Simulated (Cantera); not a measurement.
Cantera with NASA thermochemical tables; ideal gases at 1 bar, condensed phases pure. Values are per mole of reaction as written; species without (g) are pure solids or liquids, kept so even where they would boil at 1 bar.

2 Li(g) + Cl₂(g) = 2 LiCl(g), with ΔH° = -710.0 kJ and ΔS° = -74.8 J/K at 300 K.

**Question.** How far is the shortcut ΔG° ≈ ΔH°(300 K) − T·ΔS°(300 K) from the full temperature-dependent value at 1548, 1698, 1848, 1998, 2148, 2298, 2448, 2598, 2748 K?

**Answer.** 
```
T (K)  shortcut (kJ)  full (kJ)  difference (kJ)  difference in log10 K
-----  -------------  ---------  ---------------  ---------------------
1548          -594.2     -586.2             -7.9                   0.27
1698          -582.9     -573.7             -9.3                   0.29
1848          -571.7     -561.0            -10.7                   0.30
1998          -560.5     -548.4            -12.1                   0.32
2148          -549.3     -535.7            -13.6                   0.33
2298          -538.0     -522.9            -15.1                   0.34
2448          -526.8     -510.1            -16.7                   0.36
2598          -515.6     -497.3            -18.3                   0.37
2748          -504.4     -484.4            -19.9                   0.38
```
The shortcut ignores the heat-capacity change of the reaction.
